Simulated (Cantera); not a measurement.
What does this Cantera script print?

```python
import numpy as np
import cantera as ct

surf = ct.Interface("ptcombust.yaml", "Pt_surf")
gas = surf.adjacent["gas"]
gas.TPX = 300, 8700, {'CH4': 0.048, 'O2': 0.055, 'N2': 0.79}
jet = ct.ImpingingJet(gas=gas, width=0.024, surface=surf)
jet.inlet.mdot, jet.inlet.T, jet.inlet.X = 0.04, 300, {'CH4': 0.048, 'O2': 0.055, 'N2': 0.79}
jet.set_refine_criteria(ratio=10, slope=0.2, curve=0.3)
show, cover = ['CH4', 'O2', 'H2O', 'OH', 'CO', 'CO2'], ["PT(S)", "H(S)", "O(S)", "OH(S)", "CO(S)", "C(S)"]

rows = []
print(f"{'Ts/K':>7s}" + "".join(f"{s:>11s}" for s in show + cover) + "   (gas at the wall, coverages)")
for i, Ts in enumerate([850, 900, 950, 1000, 1050, 1100]):
    jet.surface.T = Ts
    if i == 0:
        surf.TP = Ts, 8700
        surf.coverages = "PT(S):0.5, O(S):0.5"
        surf.advance_coverages(1.0)
        jet.set_initial_guess(products="inlet")
    jet.solve(loglevel=0, auto=(i == 0))
    rows.append([*(jet.X[gas.species_index(s), -1] for s in show), *surf[cover].coverages])
    print(f"{Ts:7g}" + "".join(f"{x:11.3e}" for x in rows[-1]))
```

Result:

```
   Ts/K        CH4         O2        H2O         OH         CO        CO2      PT(S)       H(S)       O(S)      OH(S)      CO(S)       C(S)   (gas at the wall, coverages)
    850  1.881e-02  6.362e-03  6.385e-02  9.913e-12  3.640e-02  2.577e-04  3.835e-01  4.277e-04  1.002e-06  3.230e-06  4.350e-01  1.810e-01
    900  1.681e-02  5.750e-03  6.298e-02  1.727e-11  3.862e-02  8.293e-05  4.194e-01  1.177e-03  3.111e-07  1.313e-06  1.998e-01  3.796e-01
    950  1.215e-02  4.148e-03  6.121e-02  5.005e-11  4.341e-02  9.492e-05  5.168e-01  1.801e-03  2.510e-07  1.171e-06  1.373e-01  3.441e-01
   1000  6.893e-03  2.422e-03  5.897e-02  1.768e-10  4.867e-02  2.703e-04  7.072e-01  2.242e-03  4.032e-07  1.620e-06  1.268e-01  1.637e-01
   1050  4.798e-03  1.767e-03  5.759e-02  6.775e-10  5.033e-02  8.382e-04  8.559e-01  2.193e-03  9.615e-07  2.424e-06  9.133e-02  5.052e-02
   1100  4.172e-03  1.592e-03  5.641e-02  2.348e-09  5.005e-02  1.908e-03  9.273e-01  1.961e-03  2.155e-06  3.258e-06  5.417e-02  1.660e-02
```

Cantera simulation using Deutschmann's 1995 Pt surface mechanism with GRI-Mech 3.0 gas chemistry; the numbers are that mechanism's predictions, not measurements. Catalytic surfaces can have several steady states; this one follows from the mechanism file's or the stated starting coverage.
